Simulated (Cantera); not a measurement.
# Reactions in the system H-O-Pb

Source: NASA polynomial tables (part measured, part estimated), evaluated in Cantera. Values are per mole of reaction as written; species without (g) are pure solids or liquids, kept so even where they would boil at 1 bar.

Pb(g) + H₂O(g) ⇌ H₂(g) + PbO

```json
[
 {"T (K)": "300", "ΔH° (kJ)": "-172.7", "ΔS° (J/K)": "-167.1", "ΔG° (kJ)": "-122.6", "log10 K": "21.35", "condensed phases": "PbO(red)"},
 {"T (K)": "673", "ΔH° (kJ)": "-163.2", "ΔS° (J/K)": "-146.7", "ΔG° (kJ)": "-64.4", "log10 K": "5.00", "condensed phases": "PbO(red)"},
 {"T (K)": "698", "ΔH° (kJ)": "-162.5", "ΔS° (J/K)": "-145.7", "ΔG° (kJ)": "-60.8", "log10 K": "4.55", "condensed phases": "PbO(red)"},
 {"T (K)": "723", "ΔH° (kJ)": "-161.8", "ΔS° (J/K)": "-144.7", "ΔG° (kJ)": "-57.2", "log10 K": "4.13", "condensed phases": "PbO(red)"},
 {"T (K)": "748", "ΔH° (kJ)": "-161.1", "ΔS° (J/K)": "-143.8", "ΔG° (kJ)": "-53.5", "log10 K": "3.74", "condensed phases": "PbO(red)"},
 {"T (K)": "773", "ΔH° (kJ)": "-160.2", "ΔS° (J/K)": "-142.7", "ΔG° (kJ)": "-50.0", "log10 K": "3.38", "condensed phases": "PbO(yellow)"},
 {"T (K)": "798", "ΔH° (kJ)": "-159.6", "ΔS° (J/K)": "-141.9", "ΔG° (kJ)": "-46.4", "log10 K": "3.04", "condensed phases": "PbO(yellow)"}
]
```
